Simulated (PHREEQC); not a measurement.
Solution (40 °C): 5.1 mmol/kgw NaHS, 0.97 mmol/kgw NaHCO3 and 1.2 mmol/kgw MnCl2. Closed to the air; pH follows from the charge balance.

All values are PHREEQC results (ion-association model, wateq4f.dat), not measurements.

```
quantity                    before     after
------------------------  --------  --------
pH                            8.06      8.70
ionic strength (mol/kgw)   0.00891   0.00730
HS- (mol/kgw)              0.00487   0.00504
HCO3- (mol/kgw)           0.000692  0.000922
H2S (mol/kgw)             0.000226   5.49e-5
CO2 (mol/kgw)              1.08e-5   3.37e-6
SI of Nahcolite (NaHCO3)     -5.04     -4.91
SI of Halite (NaCl)          -6.54     -6.83
```

### Question
Which change was made?
(A) NaHS from 0.0051 to 0.00102 mol/kgw
(B) MnCl2 replaced by LiCl at the same molality
(C) temperature from 40 to 70 °C
(D) 0.00075 mol/kgw KOH added

### Answer
B, MnCl2 replaced by LiCl at the same molality

This is a speciation only: nothing precipitates in the calculation. Some of these states are supersaturated (in Rhodochrosite, for instance). Away from 25 °C the constants follow the database's enthalpies or fits; those with neither stay at their 25 °C values.
